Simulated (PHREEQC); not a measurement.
Solution (25 °C): 90 mmol/kgw CaCl2 and 0.021 mmol/kgw Na2SiF6. Closed to the air; pH follows from the charge balance.

Equilibrium calculation in PHREEQC: ion-association model, phreeqc.dat.

Problem. The ionic strength comes out as 0.270 mol/kgw. What activity coefficients do H+, Cl-, Ca+2, F-, Na+ get?

Solution. H+ 0.79, Cl- 0.69, Ca+2 0.30, F- 0.68, Na+ 0.73.

No solid was allowed to form. The solution is supersaturated, for example in Fluorite, so a real one may precipitate; this is no full list. Species that the database lacks are ignored. SiF6-2 is the database's only silicon fluoride.
